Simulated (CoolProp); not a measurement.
Vapour pressure (MPa) of nitrogen: the reference equation beside estimates from Tc = -147.0 °C, pc = 3.396 MPa, ω = 0.037.

Model: reference Helmholtz-energy equation of state, Span 2000, in CoolProp.

| T (°C) | reference | Lee-Kesler | van der Waals | Redlich-Kwong | Soave-Redlich-Kwong | Peng-Robinson |
|---|---|---|---|---|---|---|
| -175.85 | 0.6422 | 0.6426 | 1.095 | 0.6387 | 0.6467 | 0.6439 |
| -173.65 | 0.7516 | 0.7520 | 1.217 | 0.7526 | 0.7580 | 0.7538 |
| -171.45 | 0.8739 | 0.8740 | 1.347 | 0.8799 | (withheld) | 0.8768 |
| -169.35 | 1.003 | 1.003 | 1.479 | 1.014 | 1.014 | 1.007 |
| -167.15 | 1.153 | 1.152 | 1.625 | 1.170 | 1.167 | 1.158 |
| -165.05 | 1.311 | 1.309 | 1.773 | 1.332 | 1.326 | 1.317 |
| -162.85 | 1.491 | 1.489 | 1.937 | 1.519 | 1.510 | 1.499 |
| -160.75 | 1.680 | 1.677 | 2.101 | 1.712 | 1.701 | 1.689 |
| -158.55 | 1.896 | 1.892 | 2.283 | 1.931 | 1.919 | 1.907 |
| -156.45 | 2.120 | 2.116 | 2.465 | 2.157 | 2.144 | 2.132 |
| -154.25 | 2.375 | 2.372 | 2.665 | (withheld) | 2.400 | 2.388 |
| -152.15 | 2.639 | 2.637 | 2.864 | 2.673 | 2.662 | 2.653 |
| -149.95 | 2.940 | 2.940 | (withheld) | 2.966 | 2.958 | 2.952 |

**Question.** What belongs in the gaps?

**Answer.** 
- -171.45, Soave-Redlich-Kwong: 0.8824
- -154.25, Redlich-Kwong: 2.412
- -149.95, van der Waals: 3.083

Absolute difference from the reference over all 13 rows, mean and median: Lee-Kesler 0.1 and 0.1 %, van der Waals 32.9 and 29.9 %, Redlich-Kwong 1.3 and 1.5 %, Soave-Redlich-Kwong 1.0 and 1.1 %, Peng-Robinson 0.5 and 0.5 %.
